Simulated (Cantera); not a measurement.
An adiabatic, constant-pressure homogeneous reactor starts with 3.66 % C3H8, 19.3 % O2, 72.6 % N2, 4.40 % CO2, 0.110 % H2, equivalence ratio 0.95, at 1773 K and 10.0 bar.

Model: GRI-Mech 3.0 (53 species, 325 reactions), integrated in Cantera. GRI-Mech 3.0 was tuned for natural gas; its chemistry of propane as a main component is partial and can be far from experiment.

Q: Predict: time of steepest temperature rise; temperature at 0.200 s; equilibrium temperature; x(O2) at 0.200 s; x(CO2) at 0.200 s; x(CH2O) at 0.200 s.

A: 
```json
{
 "time_of_steepest_temperature_rise": "2.70 µs",
 "temperature at 0.200 s": "2943 K",
 "equilibrium_temperature": "2943 K",
 "x(O2) at 0.200 s": "0.0251 (gas-phase equilibrium 0.0251)",
 "x(CO2) at 0.200 s": "0.0927 (gas-phase equilibrium 0.0927)",
 "x(CH2O) at 0.200 s": "1.77e-9 (gas-phase equilibrium 1.77e-9)"
}
```
